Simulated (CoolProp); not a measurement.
Vapour-liquid equilibrium of p-xylene (1) + n-undecane (2) at 253.85 °C; x and y are mole fractions of (1).

Model: multi-fluid Helmholtz-energy mixture model, Zhou 2012 and Aleksandrov 2011; pair parameters Bell 2016, in CoolProp.

Task: Give the bubble pressure and the first vapour's composition at x = 0.275, 0.35, 0.425. Is there an azeotrope?

Result: x = 0.275: 0.5133 MPa, y = 0.468; x = 0.35: 0.5616 MPa, y = 0.556; x = 0.425: 0.6116 MPa, y = 0.632. No azeotrope shows between x = 0.05 and 0.95.

Pair parameters are fitted to limited data, so mixtures are less certain than the pure fluids.
